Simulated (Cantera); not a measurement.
SiO2 + C + N2 (carbothermic reduction)

A closed system holds: 1 mol SiO2, 0.69 mol C, 0.57 mol N2, equilibrated at 1 atm.

Method: chemical equilibrium by Gibbs-energy minimisation in Cantera with the NASA 1993 tables (ideal gas, pure condensed phases). Candidate condensed phases: C, Si, SiC, SiO2, Si2N2O, Si3N4; 34 gas species. N2 is the only nitrogen source here; it is nearly inert below about 1500 K, so the nitride shown seldom forms there in practice. Mutual solubility and eutectic melting of coexisting phases are not modelled. The tables hold silica as quartz up to 1696 K and as liquid above; real silica turns to tridymite and cristobalite and melts near 1996 K. Equilibrium is a limit: real reactors are often held back by kinetics, nucleation or transport.

From 1000 °C to 1300 °C the condensed part is C(graphite) + SiO2(β-quartz) + Si2N2O(s). At 1400 °C the condensed part is SiO2(β-quartz) + Si2N2O(s). From 1500 °C to 1700 °C the condensed part is SiO2(condensed) + Si2N2O(s). At 1800 °C the condensed part is SiO2(l) + Si2N2O(s). At 1900 °C the condensed part is SiO2(l).

```json
[
 {"T (°C)": "1000", "x N2": "0.964", "x CO": "0.0357", "x SiO": "1.65e-9", "x CO2": "9.30e-6", "x Si": "<1e-12", "x SiO2": "<1e-12", "x SiN": "<1e-12", "n C(graphite)": "0.669", "n SiO2(β-quartz)": "0.986", "n Si2N2O(s)": "0.00696", "n SiO2(condensed)": "0", "n SiO2(l)": "0"},
 {"T (°C)": "1100", "x N2": "0.884", "x CO": "0.116", "x SiO": "5.48e-8", "x CO2": "3.12e-5", "x Si": "<1e-12", "x SiO2": "<1e-12", "x SiN": "<1e-12", "n C(graphite)": "0.618", "n SiO2(β-quartz)": "0.952", "n Si2N2O(s)": "0.0240", "n SiO2(condensed)": "0", "n SiO2(l)": "0"},
 {"T (°C)": "1200", "x N2": "0.695", "x CO": "0.305", "x SiO": "1.18e-6", "x CO2": "7.96e-5", "x Si": "<1e-12", "x SiO2": "<1e-12", "x SiN": "<1e-12", "n C(graphite)": "0.472", "n SiO2(β-quartz)": "0.855", "n Si2N2O(s)": "0.0727", "n SiO2(condensed)": "0", "n SiO2(l)": "0"},
 {"T (°C)": "1300", "x N2": "0.382", "x CO": "0.618", "x SiO": "1.94e-5", "x CO2": "0.000139", "x Si": "6.22e-12", "x SiO2": "1.90e-11", "x SiN": "3.70e-12", "n C(graphite)": "0.0915", "n SiO2(β-quartz)": "0.601", "n Si2N2O(s)": "0.200", "n SiO2(condensed)": "0", "n SiO2(l)": "0"},
 {"T (°C)": "1400", "x N2": "0.330", "x CO": "0.670", "x SiO": "0.000199", "x CO2": "0.000150", "x Si": "2.26e-10", "x SiO2": "2.81e-10", "x SiN": "8.65e-11", "n C(graphite)": "0", "n SiO2(β-quartz)": "0.540", "n Si2N2O(s)": "0.230", "n SiO2(condensed)": "0", "n SiO2(l)": "0"},
 {"T (°C)": "1500", "x N2": "0.330", "x CO": "0.668", "x SiO": "0.00148", "x CO2": "0.000154", "x Si": "5.01e-9", "x SiO2": "2.98e-9", "x SiN": "1.39e-9", "n C(graphite)": "0", "n SiO2(β-quartz)": "0", "n Si2N2O(s)": "0.230", "n SiO2(condensed)": "0.539", "n SiO2(l)": "0"},
 {"T (°C)": "1600", "x N2": "0.329", "x CO": "0.662", "x SiO": "0.00883", "x CO2": "0.000155", "x Si": "7.98e-8", "x SiO2": "2.42e-8", "x SiN": "1.66e-8", "n C(graphite)": "0", "n SiO2(β-quartz)": "0", "n Si2N2O(s)": "0.227", "n SiO2(condensed)": "0.537", "n SiO2(l)": "0"},
 {"T (°C)": "1700", "x N2": "0.325", "x CO": "0.631", "x SiO": "0.0436", "x CO2": "0.000149", "x Si": "9.61e-7", "x SiO2": "1.57e-7", "x SiN": "1.53e-7", "n C(graphite)": "0", "n SiO2(β-quartz)": "0", "n Si2N2O(s)": "0.214", "n SiO2(condensed)": "0.524", "n SiO2(l)": "0"},
 {"T (°C)": "1800", "x N2": "0.310", "x CO": "0.504", "x SiO": "0.186", "x CO2": "0.000119", "x Si": "9.29e-6", "x SiO2": "8.48e-7", "x SiN": "1.15e-6", "n C(graphite)": "0", "n SiO2(β-quartz)": "0", "n Si2N2O(s)": "0.145", "n SiO2(condensed)": "0", "n SiO2(l)": "0.455"},
 {"T (°C)": "1900", "x N2": "0.292", "x CO": "0.354", "x SiO": "0.354", "x CO2": "0.000162", "x Si": "1.92e-5", "x SiO2": "3.89e-6", "x SiN": "1.86e-6", "n C(graphite)": "0", "n SiO2(β-quartz)": "0", "n Si2N2O(s)": "0", "n SiO2(condensed)": "0", "n SiO2(l)": "0.310"}
]
```
x: gas mole fraction; n: condensed amount in mol.
